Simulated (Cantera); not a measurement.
Feed: 1 mol SiH4, a varied amount of N2, held at 798 K and 0.000180 bar.

Equilibrium computed with Cantera from the NASA thermochemical tables; the gas is ideal and each condensed phase is pure. Candidate condensed phases: Si, Si3N4; 18 gas species. N2 is the only nitrogen source here; it is nearly inert below about 1500 K, so the nitride shown seldom forms there in practice. Equilibrium is a limit: real reactors are often held back by kinetics, nucleation or transport.

Problem. Which condensed phases are stable at each of these points (n(N2) (mol)): 0.6, 0.69, 0.79, 0.9, 1, 1.2, 1.4, 1.6, 1.8, 2.1, 2.4?

Solution. 
```
n(N2) (mol)  condensed phases  Si condensed (%)
-----------  ----------------  ----------------
0.6          Si(s) + Si3N4(s)             100.0
0.69                 Si3N4(s)             100.0
0.79                 Si3N4(s)             100.0
0.9                  Si3N4(s)             100.0
1                    Si3N4(s)             100.0
1.2                  Si3N4(s)             100.0
1.4                  Si3N4(s)             100.0
1.6                  Si3N4(s)             100.0
1.8                  Si3N4(s)             100.0
2.1                  Si3N4(s)             100.0
2.4                  Si3N4(s)             100.0
```

At 0.6 mol N2 the condensed part is Si(s) + Si3N4(s). From 0.69 mol N2 to 2.4 mol N2 the condensed part is Si3N4(s).
